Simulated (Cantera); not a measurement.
Feed: 1 mol Si2Cl6, 3.6 mol NH3, 2.8 mol H2, at 13300 Pa.

Cantera equilibrium calculation (NASA polynomials, part measured and part estimated; ideal gas, pure solids and liquids). Candidate condensed phases: NH4Cl, Si, Si3N4; 28 gas species. The feed counts by its element totals alone. The tables' values for SiCl3, SiCl are old estimates; treat these amounts as uncertain. Equilibrium is a limit: real reactors are often held back by kinetics, nucleation or transport. All values below are at 1427 °C.

Base state: H2 0.531, HCl 0.251, N2 0.109, SiCl2 0.0955, SiCl3 0.00966, SiCl4 0.00192, SiHCl3 0.000788, H 0.000294 (mole fractions); condensed: Si3N4(s).

Task: What changes in the equilibrium state with this change: NH3 from 3.6 to 17 mol?

Result: 
```tsv
species	before	after
H2	0.531	0.666
N2	0.109	0.194
HCl	0.251	0.126
SiCl2	0.0955	0.0131
SiCl4	0.00192	5.33e-5
SiCl3	0.00966	0.000597
SiHCl3	0.000788	5.45e-5
Si3N4(s), mol	0.218	0.487
```
The tables' values for SiCl3 are old estimates; treat these amounts as uncertain.
